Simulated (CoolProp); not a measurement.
Benzene at 298.15 K and 0.00763 MPa flows at 11 m/s in a round tube of 20 mm bore and 0.25 µm roughness, fully developed (64/Re and Nu = 3.66 if laminar; Colebrook and Gnielinski if turbulent). Each further row changes one setting.

Computed with CoolProp (reference Helmholtz-energy equation of state, Thol 2012).

| case | Reynolds number | Darcy friction factor | pressure drop (Pa/m) | heat-transfer coefficient (W/(m² K)) | mass flow (kg/h) |
|---|---|---|---|---|---|
| as stated | 7020 | ___ | 24.8 | ___ | ___ |
| velocity 22 m/s | 14000 | 0.0283 | ___ | 21.0 | 6.01 |
| diameter 40 mm | 14000 | 0.0283 | ___ | ___ | 12.0 |

Complete the blanks.


- as stated, Darcy friction factor: 0.0340
- as stated, heat-transfer coefficient (W/(m² K)): 11.8
- as stated, mass flow (kg/h): 3.00
- velocity 22 m/s, pressure drop (Pa/m): 82.7
- diameter 40 mm, pressure drop (Pa/m): 10.3
- diameter 40 mm, heat-transfer coefficient (W/(m² K)): 10.5

Viscosity comes from a separate model (Avgeri 2014). Thermal conductivity comes from a separate model (Assael 2012).
